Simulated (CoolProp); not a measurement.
Saturation properties of ethane (Tc = 32.2 °C, pc = 4.872 MPa, ω = 0.099).

Computed with CoolProp (reference Helmholtz-energy equation of state, Bücker 2006).

```
T (°C)  p (MPa)  liquid density (kg/m³)  vapour Z  surface tension (mN/m)  liquid viscosity (µPa s)  liquid conductivity (mW/(m K))
------  -------  ----------------------  --------  ----------------------  ------------------------  ------------------------------
-98.35  0.05788                   555.9    0.9777                     [?]                       188                             176
-96.25  0.06567                   553.3    0.9756                    17.4                       [?]                             174
-94.15  0.07425                   550.7    0.9732                    17.1                       178                             172
-92.05  0.08370                   548.1    0.9708                    16.7                       174                             170
-89.95  0.09405                   545.5    0.9682                    16.4                       169                             168
-87.85   0.1054                   542.9    0.9654                    16.1                       165                             166
-85.75   0.1178                   540.3    0.9625                    15.7                       161                             164
-83.65   0.1312                   537.6    0.9595                    15.4                       157                             162
-81.55   0.1458                   534.9    0.9563                    15.1                       153                             160
-79.45   0.1617                   532.2    0.9529                    14.7                       [?]                             [?]
-77.35   0.1788                   529.5    0.9494                    14.4                       145                             156
-75.25   0.1973                   526.7    0.9457                    14.1                       142                             154
-73.15   0.2172                   524.0    0.9419                    13.8                       138                             153
-71.05   0.2386                   521.2    0.9379                    13.4                       135                             [?]
```

### Question
What belongs in the gaps?

### Answer

- -98.35, surface tension (mN/m): 17.8
- -96.25, liquid viscosity (µPa s): 183
- -79.45, liquid viscosity (µPa s): 149
- -79.45, liquid conductivity (mW/(m K)): 158
- -71.05, liquid conductivity (mW/(m K)): 151

It boils at -88.6 °C under 1 atm.

Viscosity comes from a separate model (Friend 1991). Thermal conductivity comes from a separate model (Friend 1991). Surface tension comes from a separate correlation (Mulero 2012).
